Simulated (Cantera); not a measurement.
## Low-pressure radical oxidation in H2/O2

An isothermal, constant-pressure homogeneous reactor starts with H2 : O2 = 0.02 : 1 (molar parts), at 1175 K and 20.0 Torr.

Computed with Cantera and GRI-Mech 3.0 (53 species, 325 reactions). Radical loss at walls, strong at low pressure, is not modelled.

```
t (s)         x H2   x O2     x H2O    x H2O2       x H       x O      x OH
--------  --------  -----  --------  --------  --------  --------  --------
3.00e-6     0.0196  0.980    <1e-12    <1e-12  6.14e-11  3.94e-12  3.91e-12
2.32e-5     0.0196  0.980  1.68e-11    <1e-12  3.39e-10  1.82e-10  1.74e-10
0.000180    0.0196  0.980   3.37e-9    <1e-12   1.72e-9   5.53e-9   4.18e-9
0.00139     0.0196  0.980   2.17e-5  1.17e-10   3.83e-6   1.78e-5   1.18e-5
0.0108    0.000116  0.969    0.0185   7.18e-8  0.000916    0.0106   0.00115
0.0835     1.68e-5  0.978    0.0195   5.36e-8   4.91e-5   0.00150  0.000440
0.646      5.31e-7  0.980    0.0198   1.19e-8   2.91e-7   4.88e-5   8.02e-5
5.00       2.27e-8  0.980    0.0198   1.11e-9   2.70e-9   2.15e-6   1.69e-5
38.7       2.00e-9  0.980    0.0198  1.23e-10  7.29e-11   1.93e-7   5.06e-6
300       9.22e-10  0.980    0.0198  6.10e-11  2.30e-11   8.91e-8   3.44e-6
```
x: mole fraction; the columns are a selection and need not sum to one.

Equilibrium at this temperature and pressure: H2 9.21e-10, O2 0.980, H2O 0.0198, H2O2 6.10e-11, H 2.29e-11, O 8.91e-8, OH 3.44e-6 (gas phase only).
